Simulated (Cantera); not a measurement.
Input (Python, Cantera) and output of one run.

```python
import numpy as np
import cantera as ct

gas_names = """
    C CN CO CO2 C2 CCN CNC C2N2 C2O C3 C3O2 C4 C4N2 C5 Fe FeC5O5 FeO N NCO NO NO2 NO3 N2 N2O O O2 O3
""".split()
cond_names = """
    C(gr) Fe(a) Fe(c) Fe(d) Fe(L) FeC5O5(L) FeO(s) FeO(L) Fe2O3(s) Fe3O4(s)
""".split()


# ... load() reads the species with a 1 bar reference pressure and builds the phases ...
atoms = {
    'Fe(CO)5': {'Fe': 1, 'C': 5, 'O': 5},
    'CO': {'C': 1, 'O': 1},
    'N2': {'N': 2},
}
top_T = {'C(gr)': 4500, 'Fe2O3(s)': 1830, 'Fe3O4(s)': 1870}  # K; cautious upper limits of use, not melting points


# ... equilibrate(T, P, feed) seeds the gas with the atoms and calls Mixture.equilibrate('TP', solver="vcs", rtol=1e-11, max_steps=5000) ...
results = []
feed = {'Fe(CO)5': 1, 'CO': 0.62, 'N2': 31}  # mol
P = 13332.2  # Pa
for T in [873, 923, 973, 1023, 1073, 1123, 1173, 1223, 1273]:
    mix = equilibrate(T, P, feed)
    results.append((T, P, feed, dict(zip(mix.species_names, mix.species_moles))))

top = {s: max(r[3][s] / sum(r[3][g] for g in gas_names) for r in results) for s in gas_names}
cols = sorted((s for s in top if top[s] > 0.0001), key=lambda s: -top[s])[:7]
seen = [c for c in cond_names if any(r[3].get(c, 0) > 1e-12 for r in results)]
print("log10 of partial pressures in bar; condensed amounts in mol")
print(f"{'T/K':>10s}" + "".join(f"{s[:9]:>10s}" for s in cols + seen))
for T, P, feed, n in results:
    ng = sum(n[g] for g in gas_names)
    print(f"{T:10.4g}" + "".join(f"{np.log10(max(n[s] / ng * P / 1e5, 1e-99)):10.3f}" for s in cols)
          + "".join(f"{n.get(c, 0):10.4g}" for c in seen))
```

Output:

```
log10 of partial pressures in bar; condensed amounts in mol
       T/K        N2        CO       CO2     C(gr)     Fe(a)     Fe(c)
       873    -0.939    -1.811    -2.567    0.7298         1         0
       923    -0.944    -1.733    -2.968    0.2933         1         0
       973    -0.946    -1.705    -3.408     0.107         1         0
      1023    -0.947    -1.695    -3.836   0.04001         1         0
      1073    -0.947    -1.691    -4.234   0.01602         1         0
      1123    -0.947    -1.690    -4.599   0.00691         1         0
      1173    -0.947    -1.690    -4.934  0.003201         1         0
      1223    -0.947    -1.689    -5.240   0.00158         0         1
      1273    -0.947    -1.689    -5.522 0.0008259         0         1
```

These are equilibrium values from Cantera (NASA tables, ideal gas, pure condensed phases), not measurements of a reactor. Condensed phases not in the tables: cementite and carbon dissolved in iron.
